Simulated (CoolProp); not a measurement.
A simple Rankine cycle with R227EA: condensing at 321.15 K, boiler at 2.14 MPa, turbine inlet 374.9 K, turbine efficiency 0.6, pump efficiency 0.7, no recuperator. Each further row changes one setting.

The numbers come from the reference Helmholtz-energy equation of state, Lemmon 2016 in CoolProp.

```csv
case,thermal efficiency (%),net work (kJ/kg),heat in (kJ/kg),turbine exit temperature (K),volume ratio over the turbine
as stated,4.5,5.91,133,?,2.92
turbine inlet 394.9 K,?,6.90,156,374.5,?
condensing temperature 313.15 K,5.4,7.63,143,347.3,3.68
boiler pressure 1.5 MPa,3.0,4.20,142,363.1,1.83
turbine efficiency 0.5,?,4.69,133,352.7,?
```

Question: Complete the blanks.

Answer: 
- as stated, turbine exit temperature (K): 351.4
- turbine inlet 394.9 K, thermal efficiency (%): 4.4
- turbine inlet 394.9 K, volume ratio over the turbine: 2.74
- turbine efficiency 0.5, thermal efficiency (%): 3.5
- turbine efficiency 0.5, volume ratio over the turbine: 2.93
